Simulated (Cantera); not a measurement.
Mixture: 8.75 % CH4, 0.464 % H2, 19.1 % O2, 71.7 % N2, at 18000 Torr, adiabatic and at constant pressure. Ignition delay is the time to a rise of 400 K.

Detailed kinetics in Cantera: GRI-Mech 3.0 (53 species, 325 reactions). The pressure lies above the range GRI-Mech 3.0 was tuned for (to about 10 atm).

Q: Predict: delay at 1148 K; delay at 1248 K; delay at 1348 K; delay at 1448 K; apparent activation energy between 1398 and 1498 K.

A: 
```
Quantity                                                 Value
--------------------------------------------------  ----------
delay at 1148 K                                        1.53 ms
delay at 1248 K                                       0.553 ms
delay at 1348 K                                       0.225 ms
delay at 1448 K                                        96.7 µs
apparent activation energy between 1398 and 1498 K  140 kJ/mol
```
